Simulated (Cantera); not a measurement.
Mixture: CH₃OH : O₂ : N₂ : H₂O = 1 : 1.07 : 4.03 : 0.31 (molar parts), equivalence ratio 1.4, at 7050 Torr, adiabatic and at constant pressure. Ignition delay is the time to a rise of 400 K.

Cantera simulation using GRI-Mech 3.0 (53 species, 325 reactions); the numbers are that mechanism's predictions, not measurements. GRI-Mech 3.0 was tuned for natural gas; its chemistry of methanol as a main component is partial and can be far from experiment.

Q: Predict: delay at 1173 K; delay at 1273 K; delay at 1373 K; delay at 1473 K; delay at 1573 K; apparent activation energy between 1523 and 1623 K.

A: 
```
Item                                                     Value
--------------------------------------------------  ----------
delay at 1173 K                                        2.11 ms
delay at 1273 K                                       0.412 ms
delay at 1373 K                                       0.105 ms
delay at 1473 K                                        33.6 µs
delay at 1573 K                                        13.0 µs
apparent activation energy between 1523 and 1623 K  180 kJ/mol
```
